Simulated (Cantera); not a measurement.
An isothermal, constant-pressure homogeneous reactor starts with 11.5 % C2H6, 88.5 % N2, at 1600 K and 0.730 atm.

Cantera simulation using GRI-Mech 3.0 (53 species, 325 reactions); the numbers are that mechanism's predictions, not measurements. GRI-Mech 3.0 stops at C3 and has no aromatics, soot or wall deposition, so with more carbon than oxygen in the feed, carbon stays in small species such as C2H2 where larger ones or solid carbon would form.

### Question
Predict: x(C2H6) at 200 s; x(HCN) at 200 s; x(CH2) at 200 s; x(C2H) at 200 s; x(H2) at 200 s; x(C2H2) at 200 s; x(CH3) at 200 s.

### Answer
```json
{
 "x(C2H6) at 200 s": "7.38e-7 (gas-phase equilibrium 3.76e-7)",
 "x(HCN) at 200 s": "5.68e-6 (gas-phase equilibrium 0.0933)",
 "x(CH2) at 200 s": "2.22e-9 (gas-phase equilibrium 1.58e-9)",
 "x(C2H) at 200 s": "4.55e-8 (gas-phase equilibrium 2.24e-8)",
 "x(H2) at 200 s": "0.179 (gas-phase equilibrium 0.181)",
 "x(C2H2) at 200 s": "0.0901 (gas-phase equilibrium 0.0447)",
 "x(CH3) at 200 s": "1.58e-5 (gas-phase equilibrium 1.13e-5)"
}
```
